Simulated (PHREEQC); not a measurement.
1 kg of water holding 0.0059 mol/kgw Na2CO3 and 0.0047 mol/kgw Na2SO4 is evaporated at 25 °C; the solids stay in contact with the brine. CO2 is held at log p = -3.4 (atm). The run lets Burkeite, Mirabilite, Nahcolite, Natron, Thenardite, Trona precipitate or redissolve, and no other solid.

Model: Pitzer model, pitzer.dat, run in PHREEQC.

| water left (kg) | ionic strength | water activity | Na in solution (mol/kgw) | S in solution (mol/kgw) |
|---|---|---|---|---|
| 0.9999 | 0.0270 | 0.999 | 0.0212 | 0.00470 |
| 0.8218 | 0.0331 | 0.999 | 0.0258 | 0.00572 |
| 0.5551 | … | 0.999 | 0.0382 | 0.00847 |
| 0.4563 | 0.0611 | 0.999 | 0.0465 | 0.0103 |
| 0.3082 | 0.0920 | 0.998 | 0.0688 | 0.0152 |
| 0.2533 | 0.113 | 0.998 | 0.0837 | 0.0186 |
| 0.1711 | 0.170 | 0.997 | 0.124 | 0.0275 |
| 0.1406 | 0.208 | 0.996 | 0.151 | 0.0334 |
| 0.1156 | 0.254 | 0.996 | 0.183 | 0.0407 |
| 0.07806 | 0.381 | 0.994 | 0.272 | 0.0602 |
| 0.06416 | 0.467 | 0.993 | 0.330 | 0.0733 |
| 0.04334 | 0.698 | 0.989 | 0.489 | 0.108 |
| 0.03563 | 0.852 | 0.987 | 0.595 | 0.132 |
| 0.02929 | 1.04 | 0.985 | 0.724 | 0.160 |
| 0.01978 | 1.55 | 0.979 | 1.07 | 0.238 |
| 0.01627 | 1.89 | … | 1.30 | 0.289 |
| 0.01099 | 2.81 | … | 1.93 | 0.428 |
| 0.009031 | 3.43 | … | 2.35 | 0.520 |
| 0.006096 | 5.10 | 0.939 | 3.48 | 0.771 |
| 0.005016 | 6.21 | 0.926 | 4.23 | 0.937 |

### Question
What belongs in the gaps?

### Answer

- 0.5551, ionic strength: 0.0498
- 0.01627, water activity: 0.975
- 0.01099, water activity: 0.965
- 0.009031, water activity: 0.958
